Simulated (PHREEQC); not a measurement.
Brine: an equilibrium model

A solution holds 0.0012 mol HCl, 0.0053 mol K2SO4 and 0.2 mol KBr per kg of water, at 50 °C. Closed to the air; pH follows from the charge balance.

Equilibrium calculation in PHREEQC: ion-association model, phreeqc.dat.

The pH is 3.09. The ionic strength comes out as 0.213 mol/kgw and the activity of water is 0.993. The specific conductance is 39600 µS/cm, the density comes out as 1.005 g/cm³ and the total alkalinity comes out as -1.20 meq/kg.

| species | molality | activity | log γ |
|---|---|---|---|
| K+ | 0.209 | 0.145 | -0.157 |
| Br- | 0.200 | 0.136 | -0.169 |
| SO4-2 | 0.00328 | 0.000888 | -0.567 |
| KSO4- | 0.00185 | 0.00136 | -0.135 |
| Cl- | 0.00120 | 0.000840 | -0.155 |
| H+ | 0.00103 | 0.000809 | -0.104 |
| HSO4- | 0.000173 | 0.000127 | -0.135 |

This is a speciation only: nothing precipitates in the calculation. Species that the database lacks are ignored. Away from 25 °C the constants follow the database's enthalpies or fits; those with neither stay at their 25 °C values.
